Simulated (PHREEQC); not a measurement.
Synthetic water in mg/kgw, 5 °C, pH 3.47, pe 9.1: Na 5.9; K 54.7; Ca 186; Mg 6.52; Cl 163; S(6) as SO4 367; Cd 27.7.

Na is adjusted to close the charge balance.
Valence states are taken as typed.

Computed with PHREEQC (ion-association model, phreeqc.dat).

No solid was allowed to form.

Q: Estimate the ionic strength, specific conductance.

A: ionic strength 0.0180 mol/kgw; specific conductance 807 µS/cm.

Q: In which forms is Cd present?

A: Cd+2 65 %, CdSO4 18 %, CdCl+ 16 %, Cd(SO4)2-2 0.7 % of the Cd.

Complexes and solids missing from the database can't appear. Constants without temperature data keep their 25 °C values here.
